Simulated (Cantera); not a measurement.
Cantera run, input and output.

```python
import numpy as np
import cantera as ct

surf = ct.Interface("diamond.yaml", "diamond_100")
gas, bulk = surf.adjacent["gas"], surf.adjacent["diamond"]
k = surf.kinetics_species_index(bulk.species_names[0])
cover = ["c6HH", "c6H*", "c6*H", "c6**", "c6HM", "c6B"]

rows, drift = [], 0.0
print(f"{'P':>10s}{'um/h':>11s}" + "".join(f"{s:>11s}" for s in cover))
for v in [420, 710, 1200, 2100, 3500, 5900, 10000, 17000]:
    T, P, xH, xCH3 = 975, v, 0.029, 9.5e-05
    gas.TPX = T, P, {"H": xH, "CH3": xCH3, "CH4": 0.013, "H2": 1 - xH - xCH3 - 0.013}
    surf.TP = bulk.TP = T, P
    surf.coverages = "c6H*:0.1, c6HH:0.9"
    surf.advance_coverages(100.0)
    before = surf.coverages
    surf.advance_coverages(100.0)
    drift = max(drift, np.max(np.abs(surf.coverages - before) / (surf.coverages + 1e-9)))
    rate = surf.net_production_rates[k] * bulk.mean_molecular_weight / bulk.density * 3.6e9
    rows.append([rate, *surf[cover].coverages])
    print(f"{v:10.4g}{rate:11.4e}" + "".join(f"{x:11.3e}" for x in rows[-1][1:]))
```

Result:

```
         P       um/h       c6HH       c6H*       c6*H       c6**       c6HM        c6B
       420 1.8085e-01  6.181e-01  1.615e-02  3.550e-01  8.153e-03  1.908e-03  4.908e-10
       710 3.1070e-01  6.181e-01  1.617e-02  3.550e-01  8.155e-03  1.939e-03  8.431e-10
      1200 5.3028e-01  6.181e-01  1.620e-02  3.549e-01  8.158e-03  1.959e-03  1.439e-09
      2100 9.3388e-01  6.181e-01  1.625e-02  3.549e-01  8.165e-03  1.971e-03  2.534e-09
      3500 1.5623e+00  6.181e-01  1.633e-02  3.548e-01  8.176e-03  1.978e-03  4.239e-09
      5900 2.6409e+00  6.180e-01  1.647e-02  3.546e-01  8.195e-03  1.983e-03  7.166e-09
     1e+04 4.4882e+00  6.180e-01  1.672e-02  3.544e-01  8.226e-03  1.988e-03  1.218e-08
   1.7e+04 7.6556e+00  6.180e-01  1.712e-02  3.539e-01  8.281e-03  1.993e-03  2.077e-08
```

Model: the Harris–Goodwin 1993 mechanism for the reconstructed diamond (100) surface, integrated in Cantera.
